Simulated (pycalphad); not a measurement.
CALPHAD calculation (pycalphad, COST 507 light-alloy database (1999)), 1 atm. These are 1990s assessments: newer ones move some temperatures and phases.

**Question.** How does the equilibrium phase assembly of Al-7.68Si-1.83Mn (at.%) change on cooling from 1577 °C to 257 °C?

**Answer.** 
```json
[
 {"T (°C)": "714.2", "phases above": "liquid", "phases below": "ALMNSI_ALPHA + liquid"},
 {"T (°C)": "612.9", "phases above": "ALMNSI_ALPHA + liquid", "phases below": "ALMNSI_ALPHA + fcc + liquid"},
 {"T (°C)": "576.3", "phases above": "ALMNSI_ALPHA + fcc + liquid", "phases below": "ALMNSI_ALPHA + diamond (Si) + fcc"}
]
```
Changes were sought between steps of 40 K, so a narrower field can be missed.

Database names, with the compositions (at.%) that they take in these runs: ALMNSI_ALPHA: Al 70 Mn 17 Si 12.
